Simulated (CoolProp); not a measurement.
The numbers come from the reference Helmholtz-energy equation of state, Akasaka 2022 in CoolProp.

Problem. Give the vapour pressure (MPa), liquid density (kg/m³), enthalpy of vaporisation (kJ/kg), liquid cp (kJ/(kg K)) of saturated R1233zd(E) at -42.95, 108.65 °C.

Solution. 
```json
[
 {"T (°C)": "-42.95", "p (MPa)": "0.00481", "liquid density (kg/m³)": "1410", "enthalpy of vaporisation (kJ/kg)": "222", "liquid cp (kJ/(kg K))": "1.06"},
 {"T (°C)": "108.65", "p (MPa)": "1.26", "liquid density (kg/m³)": "1020", "enthalpy of vaporisation (kJ/kg)": "135", "liquid cp (kJ/(kg K))": "1.45"}
]
```
